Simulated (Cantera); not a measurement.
Feed: 1 mol SiH2Cl2, 0.21 mol N2, 23 mol H2, equilibrated at 500 °C and 1.00 bar.

Method: chemical equilibrium by Gibbs-energy minimisation in Cantera with the NASA 1993 tables (ideal gas, pure condensed phases). Candidate condensed phases: NH4Cl, Si, Si3N4; 28 gas species. N2 is the only nitrogen source here; it is nearly inert below about 1500 K, so the nitride shown seldom forms there in practice. The numbers say what is thermodynamically allowed, not how fast it happens.

Base state: H2 0.976, SiHCl3 0.0119, SiCl4 0.0109, SiH2Cl2 0.00101, HCl 0.000561, SiH3Cl 1.92e-5 (mole fractions); condensed: Si(s) + Si3N4(s).

Problem. What changes in the equilibrium state with this change: H2 from 23 to 0.14 mol?

Solution. 
```tsv
species	before	after
H2	0.976	0.660
SiCl4	0.0109	0.237
SiHCl3	0.0119	0.0989
SiCl3	4.77e-6	4.81e-5
SiH2Cl2	0.00101	0.00317
Si(s), mol	0.103	0.143
Si3N4(s), mol	0.105	0.105
```
The tables' values for SiCl3 are old estimates; treat these amounts as uncertain.
